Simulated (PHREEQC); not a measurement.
Na2SO4 is added in steps, without added water, to 1 kg of water holding 2.2 mol KCl and 0.26 mol K2SO4, at 75 °C. CO2 is held at log p = -3.4 (atm). The run lets Arcanite, Burkeite, Glaserite, Halite, Kalicinite, Mirabilite, Misenite, Nahcolite, Natron, Sylvite, Thenardite, Trona precipitate or redissolve, and no other solid.

Base run: PHREEQC, Pitzer model, pitzer.dat. Each further column changes one thing. The table gives pH.

```tsv
Na2SO4 added (mol)	base	diluted 5-fold with water	temperature from 75 to 40 °C	no solid may form
0	6.24	6.07	5.89	6.24
0.175	6.31	6.26	5.91	6.31
0.35	6.36	6.31	5.92	6.36
0.525	6.38	6.33	5.93	6.39
0.7	6.39	6.35	5.94	6.41
0.875	6.39	6.35	5.94	6.42
1.05	6.38	6.35	5.93	6.43
1.225	6.37	6.35	5.93	6.44
1.4	6.36	6.35	5.93	6.45
```

In brines, pH and single-ion activities rest on the MacInnes convention. At this temperature some constants are extrapolated from 25 °C, and those without enthalpy data are left unchanged. In at least one series the solution becomes supersaturated in solids that the run did not let form, among them Arcanite, Glaserite.
